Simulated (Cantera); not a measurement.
Input: 1 mol AlN, 0.67 mol H₂O, 0.72 mol N₂, held at 1748.15 K and 7.30 mbar.

These are equilibrium values from Cantera (NASA tables, ideal gas, pure condensed phases), not measurements of a reactor. Candidate condensed phases: Al, AlN, Al₂O₃, H₂O; 35 gas species. Mutual solubility and eutectic melting of coexisting phases are not modelled. The numbers say what is thermodynamically allowed, not how fast it happens.

Q: What is the equilibrium state?

A: 
| Property | Value |
|---|---|
| x(N₂) | 0.584 |
| x(H₂) | 0.414 |
| x(H) | 0.00172 |
| x(Al) | 0.000180 |
| x(Al₂O) | 3.85e-5 |
| x(AlH) | 5.19e-6 |
| x(H₂O) | 4.72e-6 |
| x(AlOH) | 1.69e-6 |
| n(AlN(s)) | 0.553 mol |
| n(Al₂O₃(s)) | 0.223 mol |
| gas amount | 1.615 mol |
| log10 activity of Al(l) (absent) | -2.52 |
